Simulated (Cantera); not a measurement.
A perfectly stirred reactor is fed with CH4 : H2 : H = 0.044 : 1 : 0.0037 (molar parts), at 0.290 bar; it is held at 2250 K, and followed from long to short residence time.

Detailed kinetics in Cantera: GRI-Mech 3.0 (53 species, 325 reactions). GRI-Mech 3.0 stops at C3 and has no aromatics, soot or wall deposition, so with more carbon than oxygen in the feed, carbon stays in small species such as C2H2 where larger ones or solid carbon would form.

### Question
What does this change do: 0.088 parts H2O added?

### Answer
| quantity | before | after |
|---|---|---|
| x(CH4) at τ = 0.470 s | 0.000521 | 0.000248 |
| x(H2) at τ = 0.470 s | 0.966 | 0.915 |
| x(H) at τ = 0.470 s | 0.0135 | 0.0128 |
| x(C2H4) at τ = 0.470 s | 1.09e-5 | 8.60e-8 |
| x(C2H) at τ = 0.470 s | 1.09e-5 | 4.49e-8 |
| x(CH4) at τ = 66.0 ms | 0.00139 | 0.00115 |
| x(H2) at τ = 66.0 ms | 0.966 | 0.913 |
| x(H) at τ = 66.0 ms | 0.0131 | 0.0123 |
| x(C2H4) at τ = 66.0 ms | 1.19e-5 | 1.60e-6 |
| x(C2H) at τ = 66.0 ms | 1.03e-5 | 7.28e-7 |
